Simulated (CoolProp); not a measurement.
Model: reference Helmholtz-energy equation of state, de Reuck 1993, in CoolProp.

Task: For methanol, give the phase and the Z, cp (kJ/(kg K)), cv (kJ/(kg K)), Prandtl number at 620 K and 274 bar; 620 K and 548 bar; 620 K and 730 bar.

Result: 
- 620 K and 274 bar: supercritical; Z 0.537, cp 5.84, cv 3.27, Prandtl number 1.67
- 620 K and 548 bar: supercritical; Z 0.691, cp 4.79, cv 3.31, Prandtl number 1.80
- 620 K and 730 bar: supercritical; Z 0.833, cp 4.54, cv 3.30, Prandtl number 1.93

Viscosity comes from a separate model (Xiang 2006). Thermal conductivity comes from a separate model (Sykioti 2013).
